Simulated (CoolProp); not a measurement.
R236FA along the isobar 46.5 bar: Z from the reference equation and from simpler models built on Tc = 398.1 K, pc = 31.91 bar, ω = 0.377; each cubic takes its own stable root.

The numbers come from the reference Helmholtz-energy equation of state, Pan 2012 in CoolProp.

| T (K) | phase | reference | Redlich-Kwong | Soave-Redlich-Kwong |
|---|---|---|---|---|
| 250.6 | liquid | 0.2229 | 0.2564 | 0.2455 |
| 261.8 | liquid | 0.2180 | 0.2508 | 0.2396 |
| 272.9 | liquid | 0.2138 | 0.2463 | 0.2347 |
| 284.1 | liquid | 0.2102 | 0.2426 | 0.2307 |
| 295.2 | liquid | 0.2072 | 0.2398 | 0.2277 |
| 306.4 | liquid | 0.2049 | 0.2379 | 0.2256 |
| 317.5 | liquid | 0.2033 | 0.2370 | 0.2246 |
| 328.7 | liquid | 0.2024 | 0.2372 | 0.2247 |
| 339.8 | liquid | 0.2024 | 0.2385 | 0.2261 |
